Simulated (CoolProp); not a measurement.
Saturated liquid density (kg/m³) of n-hexane: the reference equation beside estimates from Tc = 507.8 K, pc = 30.44 bar, ω = 0.300. Rackett uses Z = 0.29056 − 0.08775 ω.

Computed with CoolProp (reference Helmholtz-energy equation of state, Thol 2019).

| T (K) | reference | Rackett | van der Waals | Redlich-Kwong | Soave-Redlich-Kwong | Peng-Robinson |
|---|---|---|---|---|---|---|
| 391.3 | 560.6 | 563.6 | 331.2 | 472.2 | 498.6 | 565.6 |
| 399.8 | 550.5 | 553.1 | 325.0 | 461.2 | 487.7 | 553.4 |
| 408.4 | 539.9 | 542.1 | 318.6 | 449.5 | 476.0 | 540.2 |
| 416.9 | 528.9 | 530.8 | 311.9 | 437.4 | 463.7 | 526.4 |
| 425.4 | 517.4 | 519.0 | 304.8 | 424.7 | 450.7 | 511.6 |
| 433.9 | 505.3 | 506.6 | 297.4 | 411.4 | 436.8 | 495.7 |
| 442.5 | 492.2 | 493.3 | 289.4 | 397.0 | 421.7 | 478.4 |
| 451 | 478.3 | 479.2 | 281.0 | 381.9 | 405.6 | 459.8 |
| 459.5 | 463.1 | 464.0 | 271.9 | 365.6 | 388.0 | 439.5 |
| 468 | 446.3 | 447.4 | 261.9 | 347.9 | 368.8 | 417.0 |
| 476.6 | 427.0 | 428.5 | 250.7 | 328.1 | 347.0 | 391.5 |

Absolute difference from the reference over all 11 rows, mean and median: Rackett 0.3 and 0.3 %, van der Waals 41.1 and 41.1 %, Redlich-Kwong 18.9 and 18.6 %, Soave-Redlich-Kwong 14.1 and 13.6 %, Peng-Robinson 2.9 and 1.9 %.
